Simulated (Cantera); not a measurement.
Feed: 1 mol CH₃SiH₃, 2.3 mol H₂, held at 1027 °C and 10.0 mbar.

These are equilibrium values from Cantera (NASA tables, ideal gas, pure condensed phases), not measurements of a reactor. Candidate condensed phases: C, C₆H₆, C₇H₈, C₈H₁₈, Si, SiC; 87 gas species. The feed counts by its element totals alone. Rates play no part.

Base state: H₂ 1.000, H 1.11e-5 (mole fractions); condensed: SiC(s).

### Question
What changes in the equilibrium state with this change: temperature from 1027 °C to 1575 °C?

### Answer
```
species            before    after
----------------  -------  -------
H₂                  1.000    0.995
H                 1.11e-5  0.00529
Si                4.33e-9  5.42e-5
C₂H₂ (acetylene)    <1e-9  3.07e-5
SiC(s), mol         1.000    1.000
```

### Question
What changes in the equilibrium state with this change: 0.0057 mol Cl₂ added?

### Answer
| species | before | after |
|---|---|---|
| H₂ | 1.000 | 0.998 |
| HCl | 0 | 0.00215 |
| H | 1.11e-5 | 1.11e-5 |
| SiC(s), mol | 1.000 | 1.000 |
